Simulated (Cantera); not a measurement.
**Gas-phase reforming**

An isothermal, constant-pressure homogeneous reactor starts with CH₄ : CO₂ : H₂ = 1 : 0.92 : 0.43 (molar parts), at 1375 K and 1.01 bar.

Model: GRI-Mech 3.0 (53 species, 325 reactions), integrated in Cantera.

```csv
t (s),x CH₄,x CO₂,x H₂,x HO₂,x O₂,x CH₂CO,x OH
0.000500,0.426,0.391,0.183,<1e-12,<1e-12,<1e-12,6.11e-10
0.00126,0.425,0.391,0.183,<1e-12,<1e-12,1.12e-12,9.41e-10
0.00316,0.425,0.391,0.183,<1e-12,<1e-12,1.33e-11,1.05e-9
0.00793,0.425,0.391,0.183,<1e-12,<1e-12,1.13e-10,1.19e-9
0.0199,0.425,0.391,0.183,<1e-12,<1e-12,8.67e-10,1.40e-9
0.0501,0.424,0.390,0.183,<1e-12,<1e-12,5.56e-9,1.60e-9
0.126,0.421,0.387,0.183,<1e-12,<1e-12,2.59e-8,1.77e-9
0.316,0.414,0.381,0.183,<1e-12,<1e-12,1.02e-7,2.12e-9
0.795,0.397,0.363,0.186,<1e-12,<1e-12,3.86e-7,3.01e-9
2.00,0.358,0.322,0.190,<1e-12,<1e-12,1.43e-6,5.20e-9
5.02,0.281,0.239,0.197,<1e-12,<1e-12,5.08e-6,1.03e-8
12.6,0.177,0.133,0.216,<1e-12,<1e-12,1.26e-5,1.96e-8
31.7,0.131,0.0920,0.251,<1e-12,<1e-12,1.27e-5,2.35e-8
79.6,0.130,0.0783,0.282,<1e-12,<1e-12,7.52e-6,1.87e-8
200,0.124,0.0602,0.325,<1e-12,<1e-12,3.58e-6,1.33e-8
```
x: mole fraction; the columns are a selection and need not sum to one.

Equilibrium at this temperature and pressure: CH₄ 0.0187, CO₂ 3.36e-5, H₂ 0.542, HO₂ <1e-12, O₂ <1e-12, CH₂CO 9.54e-8, OH 7.18e-12 (gas phase only).
